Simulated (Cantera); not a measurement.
Input: 1 mol SiHCl3, 0.25 mol NH3, 57 mol H2, at 775 °C and 10000 Pa.

Cantera equilibrium calculation (NASA polynomials, part measured and part estimated; ideal gas, pure solids and liquids). Candidate condensed phases: NH4Cl, Si, Si3N4; 28 gas species. Mutual solubility and eutectic melting of coexisting phases are not modelled. The tables' values for SiCl3 are old estimates; treat these amounts as uncertain. Equilibrium is a limit: real reactors are often held back by kinetics, nucleation or transport.

Task: What is the equilibrium state?

Result: 
```
Quantity          Value
-----------  ----------
x(H2)             0.974
x(HCl)           0.0152
x(SiCl4)        0.00557
x(SiHCl3)       0.00365
x(SiCl2)       0.000443
x(SiCl3)       0.000367
x(SiH2Cl2)     0.000272
x(SiH3Cl)       5.28e-6
n(Si(s))      0.206 mol
n(Si3N4(s))  0.0625 mol
gas amount    58.81 mol
```
